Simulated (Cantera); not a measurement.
What does this Cantera script print?

```python
import numpy as np
import cantera as ct

gas = ct.Solution("h2o2.yaml")
gas.TPX = 1223, 530, {'H2': 0.056, 'O2': 1, 'N2': 1.3, 'H2O': 0.0082}
reactor = ct.IdealGasConstPressureReactor(gas, energy="off", clone=False)
net = ct.ReactorNet([reactor])
net.rtol, net.atol = 1e-08, 1e-18
show = ['H2', 'O2', 'O', 'H2O', 'HO2', 'H2O2', 'OH']
times = np.geomspace(0.0008, 5, 11)

steps = ct.SolutionArray(gas, extra=["t"])
rows = []
print(f"{'t/s':>10s}{'T/K':>9s}{'P/Pa':>11s}" + "".join(f"{s:>11s}" for s in show))
for t in times:
    while net.time < t:
        t_next = net.step()
        steps.append(gas.state, t=t_next)
    rows.append([np.interp(t, steps.t, y) for y in (steps.T, steps.P, *steps(*show).X.T)])
    print(f"{t:10.3e}{rows[-1][0]:9.1f}{rows[-1][1]:11.4g}" + "".join(f"{x:11.3e}" for x in rows[-1][2:]))
rate = np.gradient(steps.T, steps.t)
print("integrator steps:", len(steps.t))
if steps.T.max() > steps.T[0] + 200:
    print(f"time of steepest temperature rise: {steps.t[rate.argmax()]:.4e} s")
gas.TPX = 1223, 530, {'H2': 0.056, 'O2': 1, 'N2': 1.3, 'H2O': 0.0082}
gas.equilibrate("TP")
print(f"equilibrium (TP): T = {gas.T:.1f} K  " + "  ".join(f"{s} {gas[s].X[0]:.3e}" for s in show))
```

It prints:

```
       t/s      T/K       P/Pa         H2         O2          O        H2O        HO2       H2O2         OH
 8.000e-04   1223.0        530  2.369e-02  4.230e-01  4.392e-09  3.468e-03  4.492e-09  1.662e-12  3.366e-09
 1.917e-03   1223.0        530  2.369e-02  4.230e-01  3.233e-08  3.468e-03  1.079e-08  9.410e-12  2.245e-08
 4.595e-03   1223.0        530  2.368e-02  4.230e-01  1.375e-06  3.470e-03  2.768e-08  5.323e-11  9.339e-07
 1.101e-02   1223.0        530  1.500e-02  4.166e-01  4.186e-03  9.919e-03  5.676e-07  2.840e-08  2.219e-03
 2.639e-02   1223.0        530  4.789e-04  4.042e-01  1.562e-02  2.378e-02  5.376e-07  1.587e-08  1.843e-03
 6.325e-02   1223.0        530  4.465e-04  4.049e-01  1.474e-02  2.403e-02  5.297e-07  1.576e-08  1.785e-03
 1.516e-01   1223.0        530  3.938e-04  4.063e-01  1.279e-02  2.452e-02  5.141e-07  1.594e-08  1.679e-03
 3.633e-01   1223.0        530  2.948e-04  4.089e-01  9.328e-03  2.535e-02  4.753e-07  1.602e-08  1.457e-03
 8.706e-01   1223.0        530  1.598e-04  4.122e-01  4.913e-03  2.633e-02  3.881e-07  1.516e-08  1.076e-03
 2.086e+00   1223.0        530  5.503e-05  4.147e-01  1.661e-03  2.701e-02  2.447e-07  1.185e-08  6.331e-04
 5.000e+00   1223.0        530  1.318e-05  4.157e-01  3.953e-04  2.730e-02  1.077e-07  6.806e-09  3.104e-04
integrator steps: 1071
equilibrium (TP): T = 1223.0 K  H2 1.197e-08  O2 4.161e-01  O 3.603e-07  H2O 2.748e-02  HO2 4.071e-09  H2O2 3.784e-11  OH 9.405e-06
```

Cantera simulation using the H2/O2 subset of GRI-Mech 3.0, which has no nitrogen chemistry; the numbers are that mechanism's predictions, not measurements. Radical loss at walls, strong at low pressure, is not modelled.
